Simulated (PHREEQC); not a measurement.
HCl is added in steps, without added water, to 1 kg of water holding 0.018 mol ZnSO4, 0.00092 mol NaF and 9.3e-05 mol NaCl, at 25 °C. O2 is buffered at 0.21 atm. No CO2 enters from the air. Only these solids could form: Zincite(c), Zn4(OH)6SO4, Zn5(OH)8Cl2, Halite, Mirabilite, Goslarite, ZnF2.

Base run: PHREEQC, ion-association model, wateq4f.dat. Each further column changes one thing. The table gives F- (mol/kgw).

```tsv
HCl added (mol)	base	Debye-Hückel limiting law	database phreeqc.dat	all activity coefficients set to 1	metal-ligand complexes left out
0	0.000853	0.000864	0.000855	0.000836	0.000918
0.0005333	0.000693	0.000712	0.000694	0.000653	0.000761
0.001067	0.000571	0.000595	0.000573	0.000519	0.000639
0.001867	0.000443	0.000469	0.000445	0.000384	0.000506
0.0024	0.000382	0.000408	0.000384	0.000323	0.000441
0.002933	0.000335	0.000360	0.000336	0.000277	0.000389
0.003467	0.000297	0.000322	0.000298	0.000242	0.000347
0.004	0.000266	0.000290	0.000267	0.000214	0.000312
0.004533	0.000241	0.000264	0.000242	0.000191	0.000283
0.005333	0.000210	0.000232	0.000211	0.000164	0.000248
0.005867	0.000194	0.000214	0.000195	0.000150	0.000229
0.0064	0.000179	0.000199	0.000181	0.000138	0.000212
```

 phreeqc.dat and wateq4f.dat share most of their constants, so their agreement is no independent check. Solids allowed in the column 'database phreeqc.dat': Halite, Zn(OH)2(e).
